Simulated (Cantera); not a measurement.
Charge: 1 mol CO2, 0.014 mol SO2, 19 mol H2, 0.028 mol O2, equilibrated at 2873 K and 4000000 Pa.

These are equilibrium values from Cantera (NASA tables, ideal gas, pure condensed phases), not measurements of a reactor. Candidate condensed phases: C, C6H6, C7H8, C8H18, H2O, H2SO4, S; 123 gas species. The ideal-gas law is rough above about 30 bar. Rates play no part.

Base state: H2 0.881, H2O 0.0531, CO 0.0492, H 0.0156, H2S 0.000474, CO2 0.000415, OH 0.000282, SH 0.000193 (mole fractions); condensed: gas only.

### Question
What changes in the equilibrium state with this change: CO2 replaced by NF3?

### Answer
```json
[
 {"species": "H2", "before": "0.881", "after": "0.815"},
 {"species": "HF", "before": "0", "after": "0.142"},
 {"species": "N2", "before": "0", "after": "0.0236"},
 {"species": "CO", "before": "0.0492", "after": "0"},
 {"species": "H2O", "before": "0.0531", "after": "0.00395"},
 {"species": "H", "before": "0.0156", "after": "0.0150"},
 {"species": "CO2", "before": "0.000415", "after": "0"},
 {"species": "NH3", "before": "0", "after": "3.37e-5"},
 {"species": "F", "before": "0", "after": "1.27e-5"}
]
```
